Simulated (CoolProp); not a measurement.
Computed with CoolProp (reference Helmholtz-energy equation of state, Thol 2016).

For R1234ze(E), give the phase and the Joule-Thomson coefficient (K/MPa), viscosity (µPa s) at 413.6 K and 522 kPa.


- 413.6 K and 522 kPa: gas; Joule-Thomson coefficient 7.78, viscosity 17.1

Viscosity comes from a separate model (Bell 2016), an estimate that may be off by 10 % or more.
